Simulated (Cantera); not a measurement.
**Equilibrium for halide evaporation, hydrolysis and transport: CaF2 + O2 + N2**

A closed system holds: 1 mol CaF2, 0.15 mol O2, 36 mol N2, equilibrated at 1.00 bar.

Cantera equilibrium calculation (NASA polynomials, part measured and part estimated; ideal gas, pure solids and liquids). Candidate condensed phases: Ca, CaF2, CaO; 22 gas species. Rates play no part.

From 1123 K to 1623 K the condensed part is CaF2(s). From 1723 K to 1823 K the condensed part is CaF2(l).

```
T (K)  log p N2  log p O2  log p NO  log p CaF2  log p O  n CaF2(s)  n CaF2(l)
-----  --------  --------  --------  ----------  -------  ---------  ---------
1123       0.00     -2.38     -4.78      -10.48    -9.55       1.00          0
1223       0.00     -2.38     -4.44       -8.89    -8.59       1.00          0
1323       0.00     -2.39     -4.14       -7.55    -7.77      1.000          0
1423       0.00     -2.39     -3.89       -6.42    -7.07      1.000          0
1523       0.00     -2.39     -3.67       -5.45    -6.46      1.000          0
1623       0.00     -2.40     -3.48       -4.62    -5.92      0.999          0
1723       0.00     -2.41     -3.31       -3.92    -5.45          0      0.996
1823       0.00     -2.42     -3.17       -3.33    -5.03          0      0.983
```
log p: log10 of the partial pressure in bar; n: condensed amount in mol.
